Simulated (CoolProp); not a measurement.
Saturation properties of acetone (Tc = 508.1 K, pc = 46.92 bar, ω = 0.307).

Model: reference Helmholtz-energy equation of state, Lemmon 2006, in CoolProp. It is a short technical equation, of lower accuracy than the large ones.

| T (K) | p (bar) | liquid density (kg/m³) | enthalpy of vaporisation (kJ/kg) | liquid cp (kJ/(kg K)) |
|---|---|---|---|---|
| 303.5 | 0.3851 | 778.6 | 528.7 | 2.157 |
| 307.8 | 0.4588 | 773.8 | 524.3 | 2.168 |
| 312.1 | 0.5434 | 768.9 | 519.8 | 2.179 |
| 316.5 | 0.6425 | 763.8 | 515.2 | 2.192 |
| 320.8 | 0.7530 | 758.8 | 510.6 | 2.204 |
| 325.1 | 0.8781 | 753.8 | 505.9 | 2.217 |
| 329.4 | 1.019 | 748.7 | 501.2 | 2.230 |
| 333.7 | 1.178 | 743.6 | 496.5 | 2.243 |

It boils at 329.2 K under 1 atm.
